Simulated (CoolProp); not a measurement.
Computed with CoolProp (reference Helmholtz-energy equation of state, Zhou 2012).

Question: Give the vapour pressure (MPa), enthalpy of vaporisation (kJ/kg), surface tension (mN/m) of saturated o-xylene at 386.9, 539.8, 556.8 K.

Answer: 
```csv
T (K),p (MPa),enthalpy of vaporisation (kJ/kg),surface tension (mN/m)
386.9,0.0417,361,20.2
539.8,1.14,245,5.98
556.8,1.46,225,4.63
```

Surface tension comes from a separate correlation (Mulero 2014).
